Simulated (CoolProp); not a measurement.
Properties of propane along the isotherm -69.85 °C (Tc = 96.7 °C, pc = 4.251 MPa, ω = 0.152).

Model: reference Helmholtz-energy equation of state, Lemmon 2009, in CoolProp.

```
p (MPa)   phase  Joule-Thomson coefficient (K/MPa)  viscosity (µPa s)  Prandtl number
-------  ------  ---------------------------------  -----------------  --------------
0.399    liquid                            -0.4900                277            4.04
0.797    liquid                            -0.4910                278            4.04
1.2      liquid                                [?]                279            4.05
1.59     liquid                            -0.4930                280            4.05
1.99     liquid                            -0.4940                281            4.06
2.39     liquid                            -0.4950                282            4.06
2.79     liquid                            -0.4960                282            4.07
3.19     liquid                            -0.4970                283            4.07
3.59     liquid                            -0.4979                284            4.08
3.99     liquid                            -0.4989                285            4.08
4.38     liquid                                [?]                [?]            4.09
4.78     liquid                            -0.5007                287            4.09
5.18     liquid                            -0.5016                288            4.10
5.58     liquid                            -0.5025                289            4.10
5.98     liquid                            -0.5033                290             [?]
6.38     liquid                            -0.5042                [?]            4.12
```

Question: Fill in the missing entries.

Answer: 
- 1.2, Joule-Thomson coefficient (K/MPa): -0.4921
- 4.38, Joule-Thomson coefficient (K/MPa): -0.4998
- 4.38, viscosity (µPa s): 286
- 5.98, Prandtl number: 4.11
- 6.38, viscosity (µPa s): 291

Viscosity comes from a separate model (Vogel 1998). Thermal conductivity comes from a separate model (Marsh 2002).
